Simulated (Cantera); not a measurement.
An adiabatic, constant-pressure homogeneous reactor starts with 17.6 % H₂, 16.3 % O₂, 61.2 % N₂, 4.92 % H₂O, at 1350 K and 5.00 bar.

Detailed kinetics in Cantera: the H2/O2 subset of GRI-Mech 3.0, which has no nitrogen chemistry. The hydrogen kinetics of GRI-Mech 3.0 are dated; newer H2 mechanisms differ, most at raised pressure.

One state of this run: T (K) = 2489; x H₂ = 0.00215; x O₂ = 0.0792; x H₂O = 0.237; x OH = 0.0113; x H = 0.000501; x H₂O₂ = 1.03e-6. x: mole fraction; the columns are a selection and need not sum to one.

Question: Which value of t (s) does it belong to?
A. 6.32e-5
B. 6.32e-6
C. 2.00e-6
D. 2.00e-5

Answer: A, 6.32e-5
